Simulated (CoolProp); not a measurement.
20 sccm (0 °C, 1 atm) of nitrogen bubbles through liquid dimethyl carbonate at 291 K and leaves saturated at a total pressure of 0.145 MPa (ideal gas phase). Each further row changes one setting.

Model: reference Helmholtz-energy equation of state, Zhou 2011, in CoolProp.

```json
[
 {"case": "as stated", "vapour pressure (kPa)": "4.98", "mole fraction of vapour": "0.0343", "delivery (mg/min)": "___", "delivery (sccm)": "___", "change of delivery for a bath 1 K warmer (%)": "5.8"},
 {"case": "bath temperature 296 K", "vapour pressure (kPa)": "6.50", "mole fraction of vapour": "0.0448", "delivery (mg/min)": "3.77", "delivery (sccm)": "0.939", "change of delivery for a bath 1 K warmer (%)": "5.6"},
 {"case": "total pressure 0.29 MPa", "vapour pressure (kPa)": "4.98", "mole fraction of vapour": "0.0172", "delivery (mg/min)": "___", "delivery (sccm)": "0.349", "change of delivery for a bath 1 K warmer (%)": "5.7"}
]
```

What belongs in the gaps?


- as stated, delivery (mg/min): 2.86
- as stated, delivery (sccm): 0.711
- total pressure 0.29 MPa, delivery (mg/min): 1.40
